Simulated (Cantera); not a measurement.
Cantera run:

```python
import numpy as np
import cantera as ct

gas_names = """
    H HO2 H2 H2O H2O2 O OH O2 O3 Zr ZrO ZrO2
""".split()
cond_names = """
    H2O(s) H2O(L) Zr(a) Zr(b) Zr(L) ZrO2(a) ZrO2(b) ZrO2(L)
""".split()


# ... load() reads the species with a 1 bar reference pressure and builds the phases ...
atoms = {
    'Zr': {'Zr': 1},
    'O2': {'O': 2},
    'H2': {'H': 2},
}
top_T = {}  # K; cautious upper limits of use, not melting points


# ... equilibrate(T, P, feed) seeds the gas with the atoms and calls Mixture.equilibrate('TP', solver="vcs", rtol=1e-11, max_steps=5000) ...
results = []
P = 100000  # Pa
for T in [1498, 1648, 1798, 1948, 2098, 2248, 2398, 2548, 2698, 2848]:
    for m in [0.088, 0.25, 0.4, 0.56, 0.72, 0.88, 1, 1.2, 1.3, 1.5, 1.7, 1.8, 2]:
        feed = {'Zr': 1, 'O2': m, 'H2': 110}  # mol
        mix = equilibrate(T, P, feed)
        results.append((T, P, feed, dict(zip(mix.species_names, mix.species_moles))))

for T, P, feed, n in results:
    print(f"{T:7g} {feed['O2']:10.4g}  " + (" + ".join(c for c in cond_names if n.get(c, 0) > 1e-12) or "gas only"))
```

Output:

```
   1498      0.088  Zr(b) + ZrO2(b)
   1498       0.25  Zr(b) + ZrO2(b)
   1498        0.4  Zr(b) + ZrO2(b)
   1498       0.56  Zr(b) + ZrO2(b)
   1498       0.72  Zr(b) + ZrO2(b)
   1498       0.88  Zr(b) + ZrO2(b)
   1498          1  Zr(b) + ZrO2(b)
   1498        1.2  ZrO2(b)
   1498        1.3  ZrO2(b)
   1498        1.5  ZrO2(b)
   1498        1.7  ZrO2(b)
   1498        1.8  ZrO2(b)
   1498          2  ZrO2(b)
   1648      0.088  Zr(b) + ZrO2(b)
   1648       0.25  Zr(b) + ZrO2(b)
   1648        0.4  Zr(b) + ZrO2(b)
   1648       0.56  Zr(b) + ZrO2(b)
   1648       0.72  Zr(b) + ZrO2(b)
   1648       0.88  Zr(b) + ZrO2(b)
   1648          1  Zr(b) + ZrO2(b)
   1648        1.2  ZrO2(b)
   1648        1.3  ZrO2(b)
   1648        1.5  ZrO2(b)
   1648        1.7  ZrO2(b)
   1648        1.8  ZrO2(b)
   1648          2  ZrO2(b)
   1798      0.088  Zr(b) + ZrO2(b)
   1798       0.25  Zr(b) + ZrO2(b)
   1798        0.4  Zr(b) + ZrO2(b)
   1798       0.56  Zr(b) + ZrO2(b)
   1798       0.72  Zr(b) + ZrO2(b)
   1798       0.88  Zr(b) + ZrO2(b)
   1798          1  Zr(b) + ZrO2(b)
   1798        1.2  ZrO2(b)
   1798        1.3  ZrO2(b)
   1798        1.5  ZrO2(b)
   1798        1.7  ZrO2(b)
   1798        1.8  ZrO2(b)
   1798          2  ZrO2(b)
   1948      0.088  Zr(b) + ZrO2(b)
   1948       0.25  Zr(b) + ZrO2(b)
   1948        0.4  Zr(b) + ZrO2(b)
   1948       0.56  Zr(b) + ZrO2(b)
   1948       0.72  Zr(b) + ZrO2(b)
   1948       0.88  Zr(b) + ZrO2(b)
   1948          1  Zr(b) + ZrO2(b)
   1948        1.2  ZrO2(b)
   1948        1.3  ZrO2(b)
   1948        1.5  ZrO2(b)
   1948        1.7  ZrO2(b)
   1948        1.8  ZrO2(b)
   1948          2  ZrO2(b)
   2098      0.088  Zr(b) + ZrO2(b)
   2098       0.25  Zr(b) + ZrO2(b)
   2098        0.4  Zr(b) + ZrO2(b)
   2098       0.56  Zr(b) + ZrO2(b)
   2098       0.72  Zr(b) + ZrO2(b)
   2098       0.88  Zr(b) + ZrO2(b)
   2098          1  Zr(b) + ZrO2(b)
   2098        1.2  ZrO2(b)
   2098        1.3  ZrO2(b)
   2098        1.5  ZrO2(b)
   2098        1.7  ZrO2(b)
   2098        1.8  ZrO2(b)
   2098          2  ZrO2(b)
   2248      0.088  Zr(L) + ZrO2(b)
   2248       0.25  Zr(L) + ZrO2(b)
   2248        0.4  Zr(L) + ZrO2(b)
   2248       0.56  Zr(L) + ZrO2(b)
   2248       0.72  Zr(L) + ZrO2(b)
   2248       0.88  Zr(L) + ZrO2(b)
   2248          1  Zr(L) + ZrO2(b)
   2248        1.2  ZrO2(b)
   2248        1.3  ZrO2(b)
   2248        1.5  ZrO2(b)
   2248        1.7  ZrO2(b)
   2248        1.8  ZrO2(b)
   2248          2  ZrO2(b)
   2398      0.088  Zr(L) + ZrO2(b)
   2398       0.25  Zr(L) + ZrO2(b)
   2398        0.4  Zr(L) + ZrO2(b)
   2398       0.56  Zr(L) + ZrO2(b)
   2398       0.72  Zr(L) + ZrO2(b)
   2398       0.88  Zr(L) + ZrO2(b)
   2398          1  ZrO2(b)
   2398        1.2  ZrO2(b)
   2398        1.3  ZrO2(b)
   2398        1.5  ZrO2(b)
   2398        1.7  ZrO2(b)
   2398        1.8  ZrO2(b)
   2398          2  ZrO2(b)
   2548      0.088  Zr(L) + ZrO2(b)
   2548       0.25  Zr(L) + ZrO2(b)
   2548        0.4  Zr(L) + ZrO2(b)
   2548       0.56  Zr(L) + ZrO2(b)
   2548       0.72  Zr(L) + ZrO2(b)
   2548       0.88  Zr(L) + ZrO2(b)
   2548          1  ZrO2(b)
   2548        1.2  ZrO2(b)
   2548        1.3  ZrO2(b)
   2548        1.5  ZrO2(b)
   2548        1.7  ZrO2(b)
   2548        1.8  ZrO2(b)
   2548          2  ZrO2(b)
   2698      0.088  Zr(L) + ZrO2(b)
   2698       0.25  Zr(L) + ZrO2(b)
   2698        0.4  Zr(L) + ZrO2(b)
   2698       0.56  Zr(L) + ZrO2(b)
   2698       0.72  Zr(L) + ZrO2(b)
   2698       0.88  Zr(L) + ZrO2(b)
   2698          1  ZrO2(b)
   2698        1.2  ZrO2(b)
   2698        1.3  ZrO2(b)
   2698        1.5  ZrO2(b)
   2698        1.7  ZrO2(b)
   2698        1.8  ZrO2(b)
   2698          2  ZrO2(b)
   2848      0.088  Zr(L)
   2848       0.25  Zr(L) + ZrO2(b)
   2848        0.4  Zr(L) + ZrO2(b)
   2848       0.56  Zr(L) + ZrO2(b)
   2848       0.72  Zr(L) + ZrO2(b)
   2848       0.88  ZrO2(b)
   2848          1  ZrO2(b)
   2848        1.2  ZrO2(b)
   2848        1.3  ZrO2(b)
   2848        1.5  ZrO2(b)
   2848        1.7  ZrO2(b)
   2848        1.8  ZrO2(b)
   2848          2  ZrO2(b)
```

These are equilibrium values from Cantera (NASA tables, ideal gas, pure condensed phases), not measurements of a reactor. Mutual solubility and eutectic melting of coexisting phases are not modelled. Condensed phases not in the tables: N, O or C dissolved in the metal.
